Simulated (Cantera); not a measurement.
**Equilibrium for fluorocarbon and chlorocarbon gases: CCl₄ + F₂ + H₂**

Input: 1 mol CCl₄, 0.32 mol F₂, 5.5 mol H₂.

Equilibrium computed with Cantera from the NASA thermochemical tables; the gas is ideal and each condensed phase is pure. Candidate condensed phases: C, C₆H₆, C₇H₈, C₈H₁₈; 118 gas species. Equilibrium is a limit: real reactors are often held back by kinetics, nucleation or transport.

Stable condensed phases:

```
T in K \ P in Pa
              1    3.6     13     46    170    600   2200   7700  28000 100000
   2700       A      A      A      A      B      B      B      B      B      B
   2600       A      A      B      B      B      B      B      B      B      B
   2500       A      B      B      B      B      B      B      B      B      B
   2400       B      B      B      B      B      B      B      B      B      B
   2300       B      B      B      B      B      B      B      B      B      B
   2200       B      B      B      B      B      B      B      B      B      B
   2100       B      B      B      B      B      B      B      B      B      B
   2000       B      B      B      B      B      B      B      B      B      B
   1900       B      B      B      B      B      B      B      B      B      B
   1800       B      B      B      B      B      B      B      B      B      B
   1700       B      B      B      B      B      B      B      B      B      B
   1600       B      B      B      B      B      B      B      B      B      B
   1500       B      B      B      B      B      B      B      B      B      B
   1400       B      B      B      B      B      B      B      B      B      B
```

A: gas only; B: C.
